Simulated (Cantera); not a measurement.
Input (Python, Cantera):

```python
import numpy as np
import cantera as ct

gas = ct.Solution("gri30.yaml")
gas.TPX = 1350, 100000, {'N2O': 1, 'O2': 0.058}
reactor = ct.IdealGasConstPressureReactor(gas, energy="off", clone=False)
net = ct.ReactorNet([reactor])
net.rtol, net.atol = 1e-08, 1e-18
show = ['N2O', 'O2', 'O', 'N2', 'NO', 'NO2']
times = np.geomspace(8e-05, 200, 12)

steps = ct.SolutionArray(gas, extra=["t"])
rows = []
print(f"{'t/s':>10s}{'T/K':>9s}{'P/Pa':>11s}" + "".join(f"{s:>11s}" for s in show))
for t in times:
    while net.time < t:
        t_next = net.step()
        steps.append(gas.state, t=t_next)
    rows.append([np.interp(t, steps.t, y) for y in (steps.T, steps.P, *steps(*show).X.T)])
    print(f"{t:10.3e}{rows[-1][0]:9.1f}{rows[-1][1]:11.4g}" + "".join(f"{x:11.3e}" for x in rows[-1][2:]))
rate = np.gradient(steps.T, steps.t)
print("integrator steps:", len(steps.t))
if steps.T.max() > steps.T[0] + 200:
    print(f"time of steepest temperature rise: {steps.t[rate.argmax()]:.4e} s")
gas.TPX = 1350, 100000, {'N2O': 1, 'O2': 0.058}
gas.equilibrate("TP")
print(f"equilibrium (TP): T = {gas.T:.1f} K  " + "  ".join(f"{s} {gas[s].X[0]:.3e}" for s in show))
```

Output:

```
       t/s      T/K       P/Pa        N2O         O2          O         N2         NO        NO2
 8.000e-05   1350.0      1e+05  9.444e-01  5.502e-02  1.357e-05  4.911e-04  9.005e-05  1.495e-08
 3.053e-04   1350.0      1e+05  9.421e-01  5.562e-02  1.356e-05  1.902e-03  3.560e-04  2.261e-07
 1.165e-03   1350.0      1e+05  9.335e-01  5.788e-02  1.354e-05  7.245e-03  1.360e-03  2.884e-06
 4.446e-03   1350.0      1e+05  9.017e-01  6.623e-02  1.343e-05  2.701e-02  5.052e-03  2.620e-05
 1.697e-02   1350.0      1e+05  7.936e-01  9.464e-02  1.293e-05  9.420e-02  1.742e-02  1.314e-04
 6.475e-02   1350.0      1e+05  5.149e-01  1.687e-01  1.114e-05  2.683e-01  4.780e-02  3.966e-04
 2.471e-01   1350.0      1e+05  1.507e-01  2.693e-01  6.057e-06  4.994e-01  7.988e-02  6.868e-04
 9.430e-01   1350.0      1e+05  7.242e-03  3.132e-01  6.736e-07  5.948e-01  8.395e-02  8.070e-04
 3.599e+00   1350.0      1e+05  2.430e-06  3.156e-01  2.389e-07  5.999e-01  8.359e-02  9.101e-04
 1.373e+01   1350.0      1e+05  2.046e-06  3.157e-01  2.389e-07  6.000e-01  8.343e-02  9.086e-04
 5.241e+01   1350.0      1e+05  2.018e-06  3.160e-01  2.390e-07  6.003e-01  8.285e-02  9.026e-04
 2.000e+02   1350.0      1e+05  1.916e-06  3.171e-01  2.394e-07  6.013e-01  8.069e-02  8.807e-04
integrator steps: 1086
equilibrium (TP): T = 1350.0 K  N2O 3.749e-08  O2 3.578e-01  O 2.540e-07  N2 6.415e-01  NO 6.412e-04  NO2 7.435e-06
```

Detailed kinetics in Cantera: GRI-Mech 3.0 (53 species, 325 reactions). GRI-Mech 3.0 was tuned for natural gas; its chemistry of N2O as a main component is partial and can be far from experiment. The mechanism lacks the step 2 NO + O2 → 2 NO2, which can matter for NO2 below about 1400 K. The temperature is held fixed by assumption; the heat of reaction is taken as removed at once.
